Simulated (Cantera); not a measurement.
Input (Python, Cantera):

```python
import numpy as np
import cantera as ct

gas = ct.Solution("gri30.yaml")


def delay(T, t_max=10):
    gas.TPX = T, 2300000, {'CH4': 1, 'O2': 1.43, 'N2': 5.14}
    reactor = ct.IdealGasConstPressureReactor(gas, clone=False)
    net = ct.ReactorNet([reactor])
    net.rtol, net.atol = 1e-8, 1e-16
    while net.time < t_max:
        t_old, T_old = net.time, reactor.T
        net.step()
        if reactor.T > T + 400:  # ignition: a rise of 400 K
            return t_old + (T + 400 - T_old) / (reactor.T - T_old) * (net.time - t_old)
    return np.nan


taus = []
for T in [1025, 1100, 1175, 1250, 1325, 1400, 1475, 1550]:
    taus.append(delay(T))
    print(f"T0 = {T:6g} K   tau = {taus[-1]:.4e} s")
```

Output:

```
T0 =   1025 K   tau = 2.3976e-02 s
T0 =   1100 K   tau = 7.5598e-03 s
T0 =   1175 K   tau = 2.8130e-03 s
T0 =   1250 K   tau = 1.1671e-03 s
T0 =   1325 K   tau = 5.2125e-04 s
T0 =   1400 K   tau = 2.4594e-04 s
T0 =   1475 K   tau = 1.2124e-04 s
T0 =   1550 K   tau = 6.2016e-05 s
```

Model: GRI-Mech 3.0 (53 species, 325 reactions), integrated in Cantera. The pressure lies above the range GRI-Mech 3.0 was tuned for (to about 10 atm).
